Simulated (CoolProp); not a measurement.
Ammonia along the isobar 34.5 MPa: Z from the reference equation and from simpler models built on Tc = 132.4 °C, pc = 11.36 MPa, ω = 0.256; each cubic takes its own stable root.

Model: reference Helmholtz-energy equation of state, Gao 2020, in CoolProp.

| T (°C) | phase | reference |
|---|---|---|
| 46.15 | liquid | 0.3671 |
| 78.15 | liquid | 0.3598 |
| 110.25 | liquid | 0.3616 |
| 142.25 | supercritical | 0.3761 |
| 174.35 | supercritical | 0.4125 |
| 206.35 | supercritical | 0.4843 |
| 238.45 | supercritical | 0.5829 |
| 270.45 | supercritical | 0.6743 |
| 302.55 | supercritical | 0.7478 |

Problem. How far does each simpler model (van der Waals, Redlich-Kwong) lie from the reference over these 9 states: mean and median of the absolute difference, and the worst?

Solution. 
- van der Waals: mean 40.3 %, median 44.7 %, worst +77.9 % at 46.15 °C and 34.5 MPa
- Redlich-Kwong: mean 18.7 %, median 24.8 %, worst +29.3 % at 110.25 °C and 34.5 MPa
